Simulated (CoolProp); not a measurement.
Saturation properties of n-perfluorohexane (Tc = 174.9 °C, pc = 17.42 bar, ω = 0.497).

Model: reference Helmholtz-energy equation of state, Gao 2022, in CoolProp.

```tsv
T (°C)	p (bar)	enthalpy of vaporisation (kJ/kg)	liquid cp (kJ/(kg K))	vapour Z
-48.85	0.002770	111.4	0.9316	0.9994
-39.65	0.006094	109.1	0.9457	0.9989
-30.35	0.01254	106.8	0.9602	0.9979
-21.05	0.02413	104.5	0.9747	0.9965
-11.75	0.04380	102.3	0.9893	0.9943
-2.45	0.07551	99.98	1.004	0.9913
6.85	0.1244	97.68	1.018	0.9872
16.05	0.1957	95.39	1.033	0.9818
25.35	0.2986	93.02	1.047	0.9749
34.65	0.4413	90.61	1.062	0.9663
```

It boils at 57.1 °C under 1 atm.
